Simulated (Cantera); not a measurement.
Input: 1 mol (CH₃)₂SiCl₂, 0.029 mol C₂H₄, 97 mol H₂, 0.69 mol C₃H₈, equilibrated at 1.00 bar.

Equilibrium computed with Cantera from the NASA thermochemical tables; the gas is ideal and each condensed phase is pure. Candidate condensed phases: C, C₆H₆, C₇H₈, C₈H₁₈, Si, SiC; 109 gas species. The feed counts by its element totals alone. Gases not in the tables: Si₂H₆ and higher silanes. The numbers say what is thermodynamically allowed, not how fast it happens.

Task: What share of the Si ends up in condensed phases as a function of T (K), at 1725, 1825, 1925, 2025, 2125, 2225, 2325, 2425?

Result: 
```tsv
T (K)	Si condensed (%)	as
1725	99.8	SiC(s)
1825	99.7	SiC(s)
1925	99.5	SiC(s)
2025	99.3	SiC(s)
2125	98.8	SiC(s)
2225	97.7	SiC(s)
2325	94.8	SiC(s)
2425	87.0	SiC(s)
```
